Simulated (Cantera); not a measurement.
An isothermal, constant-pressure homogeneous reactor starts with CH₄ : H₂O : H₂ = 1 : 3.3 : 1.1 (molar parts), at 1425 K and 0.132 atm.

Model: GRI-Mech 3.0 (53 species, 325 reactions), integrated in Cantera.

Predict: x(CH₄) at 40.0 s; x(H₂O) at 40.0 s; x(H₂) at 40.0 s; x(CH₂CO) at 40.0 s.


- x(CH₄) at 40.0 s: 0.0441 (gas-phase equilibrium 1.49e-8)
- x(H₂O) at 40.0 s: 0.476 (gas-phase equilibrium 0.287)
- x(H₂) at 40.0 s: 0.406 (gas-phase equilibrium 0.578)
- x(CH₂CO) at 40.0 s: 1.36e-5 (gas-phase equilibrium <1e-12)
